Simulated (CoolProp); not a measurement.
Vapour-liquid equilibrium of R125 (1) + cyclopropane (2) at 313.2 K; x and y are mole fractions of (1).

Values from CoolProp's multi-fluid Helmholtz-energy mixture model, Lemmon 2005 and Polt 1992; pair parameters Bell 2016. This equation is an older, rougher fit; its heat capacities, sound speeds and derivatives of the liquid may be far off and weren't checked against measurements.

| x | bubble pressure, mixture model (bar) | bubble pressure, Raoult's law (bar) | y, mixture model | y, Raoult's law |
|---|---|---|---|---|
| 0.05 | 12.50 | 11.13 | 0.161 | 0.090 |
| 0.15 | 15.21 | 12.07 | 0.340 | 0.250 |
| 0.25 | 17.01 | 13.02 | 0.441 | 0.386 |
| 0.35 | 18.26 | 13.96 | 0.511 | 0.504 |
| 0.45 | 19.18 | 14.91 | 0.570 | 0.607 |
| 0.55 | 19.88 | 15.85 | 0.628 | 0.698 |
| 0.65 | 20.39 | 16.80 | 0.690 | 0.778 |
| 0.75 | 20.68 | 17.75 | 0.761 | 0.850 |
| 0.85 | 20.69 | 18.69 | 0.844 | 0.914 |
| 0.95 | 20.39 | 19.64 | 0.943 | 0.973 |

The largest gap from Raoult's law is +30.8 % in bubble pressure, at x = 0.35. y crosses x between x = 0.75 and 0.85: the model has an azeotrope there.

Pair parameters are fitted to limited data, so mixtures are less certain than the pure fluids.
